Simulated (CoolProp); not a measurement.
Vapour-liquid equilibrium of ethane (1) + propylene (2) at 282.7 K; x and y are mole fractions of (1).

The numbers come from the multi-fluid Helmholtz-energy mixture model, Bücker 2006 and Lemmon 2013; pair parameters Bell 2016 in CoolProp.

```tsv
x	bubble pressure (kPa)	y at the bubble point	dew pressure at overall composition x (kPa)	liquid density (mol/L)
0.05	869.1	0.140	?	12.68
0.15	1069	0.346	876.9	12.76
0.25	1268	0.490	966.1	12.82
0.35	1470	0.599	1074	12.88
0.45	1676	0.686	1207	12.92
0.55	1888	0.758	1373	12.94
0.65	2107	0.820	?	12.93
0.75	2337	0.876	1862	12.88
0.85	?	0.927	2227	12.78
0.95	2845	0.976	2704	12.60
```

Q: Complete the blanks.

A: 
- 0.05, dew pressure at overall composition x (kPa): 802.0
- 0.65, dew pressure at overall composition x (kPa): 1585
- 0.85, bubble pressure (kPa): 2582

No azeotrope shows between x = 0.05 and 0.95.

Pair parameters are fitted to limited data, so mixtures are less certain than the pure fluids.
